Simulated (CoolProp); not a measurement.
A single-stage vapour-compression cycle with R22: evaporating at 281.15 K (dew point), condensing at 330.15 K (bubble point), superheat 8 K, subcooling 5 K, compressor efficiency 0.85, no pressure losses. Each further row changes one setting.

Model: reference Helmholtz-energy equation of state, Kamei 1995, in CoolProp.

| case | cooling COP | pressure ratio | discharge temperature (K) | refrigerating effect (kJ/kg) | volumetric capacity (kJ/m³) |
|---|---|---|---|---|---|
| as stated | 3.80 | 3.55 | 364.4 | 148 | 3850 |
| evaporating temperature 286.15 K | [?] | [?] | [?] | 150 | [?] |
| condensing temperature 325.15 K | [?] | 3.17 | 357.2 | 155 | 4030 |
| subcooling 10 K | [?] | 3.55 | 364.4 | 155 | 4030 |
| superheat 18 K | 3.79 | 3.55 | [?] | 156 | 3850 |
| compressor efficiency 0.75 | 3.35 | 3.55 | [?] | 148 | 3850 |

Question: Some entries are withheld; supply them.

Answer: 
- evaporating temperature 286.15 K, cooling COP: 4.39
- evaporating temperature 286.15 K, pressure ratio: 3.05
- evaporating temperature 286.15 K, discharge temperature (K): 361.2
- evaporating temperature 286.15 K, volumetric capacity (kJ/m³): 4510
- condensing temperature 325.15 K, cooling COP: 4.38
- subcooling 10 K, cooling COP: 3.98
- superheat 18 K, discharge temperature (K): 374.9
- compressor efficiency 0.75, discharge temperature (K): 370.1
